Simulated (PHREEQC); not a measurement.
Consider water at 10 °C with 0.19 mol HF, 0.00012 mol (CH3)4NF and 0.058 mol (NH4)2SiF6 per kg of water. Closed to the air; pH follows from the charge balance.

Equilibrium calculation in PHREEQC: ion-association model, wateq4f.dat.

Each row changes one thing in this solution. No solid was allowed to form.

| case | pH | ionic strength (mol/kgw) | HF (mol/kgw) | H2F2 (mol/kgw) | F- (mol/kgw) | HF2- (mol/kgw) | SI of Quartz (SiO2) |
|---|---|---|---|---|---|---|---|
| as made | 1.95 | 0.188 | 0.0931 | 0.0398 | 0.0106 | 0.00341 | -7.81 |
| temperature from 10 to 45 °C | 1.98 | 0.187 | 0.129 | 0.0215 | 0.00841 | 0.00485 | -6.21 |
| diluted 100-fold with water | 3.03 | 0.00267 | 0.00114 | 5.71e-6 | 0.00111 | 4.20e-6 | +0.00 |
| diluted 10-fold with water | 2.45 | 0.0214 | 0.0133 | 0.000782 | 0.00380 | 0.000169 | -4.36 |
| (CH3)4NF from 0.00012 to 6e-05 mol/kgw | 1.95 | 0.188 | 0.0931 | 0.0398 | 0.0105 | 0.00340 | -7.80 |
| (CH3)4NF replaced by NaBF4 at the same molality | 1.95 | 0.188 | 0.0931 | 0.0398 | 0.0105 | 0.00339 | -7.80 |
| (NH4)2SiF6 from 0.058 to 0.029 mol/kgw | 1.96 | 0.100 | 0.0941 | 0.0398 | 0.0100 | 0.00320 | -8.01 |

wateq4f.dat counts part of the HF as a dimer, H2F2, which phreeqc.dat doesn't know; its constant is uncertain. At this temperature some constants are extrapolated from 25 °C, and those without enthalpy data are left unchanged. SiF6-2 is the database's only silicon fluoride. Real BF4- forms and hydrolyses slowly; the run takes it at equilibrium.
